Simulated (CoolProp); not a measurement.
Saturation properties of n-dodecane.

Values from CoolProp's reference Helmholtz-energy equation of state, Lemmon 2004. It is a short technical equation, of lower accuracy than the large ones.

```
T (K)  p (bar)  liquid density (kg/m³)  liquid cp (kJ/(kg K))  vapour viscosity (µPa s)
-----  -------  ----------------------  ---------------------  ------------------------
498.3    1.245                   585.6                  3.002                      7.55
504.2    1.422                   580.0                  3.028                      7.64
510      1.614                   574.2                  3.053                      7.73
515.8    1.825                   568.4                  3.079                      7.82
521.7    2.062                   562.4                  3.105                      7.91
527.5    2.317                   556.3                  3.131                      8.01
533.3    2.597                   550.1                  3.158                      8.10
539.2    2.907                   543.6                  3.186                      8.20
545      3.239                   537.0                  3.214                      8.30
550.8    3.600                   530.3                  3.243                      8.39
556.7    3.998                   523.3                  3.273                      8.50
562.5    4.422                   516.1                  3.303                      8.60
568.3    4.880                   508.7                  3.335                      8.71
574.2    5.383                   500.9                  3.369                      8.83
580      5.915                   493.0                  3.405                      8.94
```

It boils at 489.4 K under 1 atm.

Viscosity comes from a separate model (Huber 2004).
